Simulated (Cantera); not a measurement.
# Thermodynamics of iron carbonyl, mercury and lead vapours, feed Pb + H2

Charge: 1 mol Pb, 0.035 mol H2, at 21.0 Pa.

Cantera equilibrium calculation (NASA polynomials, part measured and part estimated; ideal gas, pure solids and liquids). Candidate condensed phases: Pb; 4 gas species. The numbers say what is thermodynamically allowed, not how fast it happens.

| T (°C) | log p H2 | log p Pb | log p H | log p Pb2 | n Pb(s) | n Pb(l) |
|---|---|---|---|---|---|---|
| 202 | -3.68 | <-15 | <-15 | <-15 | 1.00 | 0 |
| 277 | -3.68 | -12.82 | <-15 | <-15 | 1.00 | 0 |
| 352 | -3.68 | -10.63 | <-15 | <-15 | 0 | 1.00 |
| 427 | -3.68 | -8.95 | -15.44 | <-15 | 0 | 1.00 |
| 502 | -3.68 | -7.60 | -13.84 | -15.01 | 0 | 1.000 |
| 577 | -3.68 | -6.50 | -12.53 | -13.15 | 0 | 1.000 |
| 652 | -3.68 | -5.57 | -11.43 | -11.60 | 0 | 1.000 |
| 727 | -3.71 | -4.79 | -10.50 | -10.29 | 0 | 0.997 |
| 802 | -3.87 | -4.12 | -9.77 | -9.17 | 0 | 0.980 |
| 877 | -5.15 | -3.69 | -9.70 | -8.51 | 0 | 0 |
| 952 | -5.15 | -3.69 | -9.08 | -8.68 | 0 | 0 |
| 1027 | -5.15 | -3.69 | -8.53 | -8.83 | 0 | 0 |
| 1102 | -5.15 | -3.69 | -8.04 | -8.96 | 0 | 0 |
log p: log10 of the partial pressure in bar; n: condensed amount in mol.

From 202 °C to 277 °C the condensed part is Pb(s). From 352 °C to 802 °C the condensed part is Pb(l). From 877 °C to 1102 °C nothing is condensed.
